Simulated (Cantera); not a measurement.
A perfectly stirred reactor is fed with N2O = 1 (molar parts), at 100.0 Torr; it is held at 1023 K, and followed from long to short residence time.

Model: GRI-Mech 3.0 (53 species, 325 reactions), integrated in Cantera. GRI-Mech 3.0 was tuned for natural gas; its chemistry of N2O as a main component is partial and can be far from experiment. The mechanism lacks the step 2 NO + O2 → 2 NO2, which can matter for NO2 below about 1400 K. The temperature is held fixed by assumption; the heat of reaction is taken as removed at once.

Problem. What does this change do: temperature 1023 to 1198 K?

Solution. 
```tsv
quantity	before	after
x(N2O) at τ = 27.0 s	0.940	0.251
x(NO) at τ = 27.0 s	0.00181	0.0483
x(O) at τ = 27.0 s	6.93e-8	1.53e-6
x(O2) at τ = 27.0 s	0.0190	0.225
x(N2) at τ = 27.0 s	0.0389	0.475
x(N2O) at τ = 54.0 ms	1.000	0.994
x(NO) at τ = 54.0 ms	3.87e-6	0.000438
x(O) at τ = 54.0 ms	6.95e-8	1.76e-6
x(O2) at τ = 54.0 ms	4.04e-5	0.00189
x(N2) at τ = 54.0 ms	8.28e-5	0.00400
```
